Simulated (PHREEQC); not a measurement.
Synthetic water in mg/kgw, 55 °C, pH 5.72, pe 9.8: Na 0.00336; K 0.0366; Ca 0.0067; Mg 0.00764; Cl 0.0301; S(6) as SO4 0.019; Alkalinity as HCO3 0.0489; Si as SiO2 1.99e-05; Pb 0.000601; N(5) as NO3 0.00323; Zn 0.00118.

Na is adjusted to close the charge balance.
Valence states are taken as typed.

The numbers come from PHREEQC with the ion-association model, wateq4f.dat.

This is a speciation only: nothing precipitates in the calculation.

Q: Predict the ionic strength.

A: ionic strength 4.71e-6 mol/kgw.

Q: In which forms is C present?

A: CO2 79 %, HCO3- 21 % of the C.

At this temperature some constants are extrapolated from 25 °C, and those without enthalpy data are left unchanged.
